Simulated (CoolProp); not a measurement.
Vapour-liquid equilibrium of ethanol (1) + o-xylene (2) at 345.4 K; x and y are mole fractions of (1).

Computed with CoolProp (multi-fluid Helmholtz-energy mixture model, Schroeder 2014 and Zhou 2012; pair parameters Bell 2016).

Question: Give the bubble pressure and the first vapour's composition at x = 0.55, 0.65, 0.95. Is there an azeotrope?

Answer: x = 0.55: 0.6729 bar, y = 0.888; x = 0.65: 0.6895 bar, y = 0.896; x = 0.95: 0.7738 bar, y = 0.973. No azeotrope shows between x = 0.05 and 0.95.

The pair parameters rest on a limited set of measurements; away from them the model extrapolates. With so large a gap from Raoult's law the liquid may split in two, which this calculation doesn't test in full.
